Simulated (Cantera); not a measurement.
A Cantera script and what it prints.

```python
import numpy as np
import cantera as ct

gas_names = """
    H2O O3 H2S H OH
""".split()
cond_names = """
    FeS2(s) FeSO4(s) S(cr1) S(cr2) S(L) Fe2O3(s)
""".split()


def load(file, names, dense=False):
    # The tables refer to 1 bar. Condensed volumes are neglected.
    table = {s.name: s for s in ct.Species.list_from_file(file)}
    out = []
    for n in names:
        d = dict(table[n].input_data)
        d["thermo"] = dict(d["thermo"], **{"reference-pressure": 1e5})
        if dense:
            d["equation-of-state"] = {"model": "constant-volume", "density": "1e6 g/cm^3"}
        out.append(ct.Species.from_dict(d))
    return out


species = {s.name: s for s in load("nasa_gas.yaml", gas_names) + load("nasa_condensed.yaml", cond_names)}
# Each term lists the table entries of one substance; the one whose range holds T is used.
reactions = {
    'H2O(g) + FeS2 + O3(g) = H2S(g) + FeSO4':
        [(-1, ['H2O']), (-1, ['FeS2(s)']), (-1, ['O3']), (1, ['H2S']), (1, ['FeSO4(s)'])],
    '5 H(g) + 2 FeSO4 = 2 S + Fe2O3 + 5 OH(g)':
        [(-5, ['H']), (-2, ['FeSO4(s)']), (2, ['S(cr1)', 'S(cr2)', 'S(L)']), (1, ['Fe2O3(s)']), (5, ['OH'])],
}


def pick(names, T):
    return next(species[n] for n in names if species[n].thermo.min_temp <= T <= species[n].thermo.max_temp)


results = []
for label, terms in reactions.items():
    print(label)
    print("     T/K   dH/kJ  dS/(J/K)   dG/kJ   log10 K")
    for T in [300, 423, 573, 723, 873]:
        used = [(nu, pick(names, T)) for nu, names in terms]
        dH = sum(nu * s.thermo.h(T) for nu, s in used) / 1e6
        dS = sum(nu * s.thermo.s(T) for nu, s in used) / 1e3
        dG = dH - T * dS / 1e3
        logK = -dG * 1e6 / (ct.gas_constant * T * np.log(10))
        results.append((label, T, dH, dS, dG, logK, [s.name for _, s in used]))
        print(f"{T:8g} {dH:8.1f} {dS:8.1f} {dG:8.1f} {logK:8.2f}")
```

Output:

```
H2O(g) + FeS2 + O3(g) = H2S(g) + FeSO4
     T/K   dH/kJ  dS/(J/K)   dG/kJ   log10 K
     300   -677.8   -154.0   -631.6   109.97
     423   -677.4   -153.0   -612.7    75.66
     573   -675.8   -149.7   -590.0    53.78
     723   -673.1   -145.7   -567.8    41.02
     873   -670.0   -141.7   -546.3    32.68
5 H(g) + 2 FeSO4 = 2 S + Fe2O3 + 5 OH(g)
     T/K   dH/kJ  dS/(J/K)   dG/kJ   log10 K
     300    139.2    254.7     62.8   -10.93
     423    142.4    262.8     31.2    -3.86
     573    141.9    262.0     -8.2     0.75
     723    138.1    256.1    -47.1     3.40
     873    133.6    250.5    -85.1     5.09
```

Standard-state values (1 bar) from the NASA 1993 polynomials, evaluated with Cantera. Condensed species are held in their standard states even where they would react or evaporate.
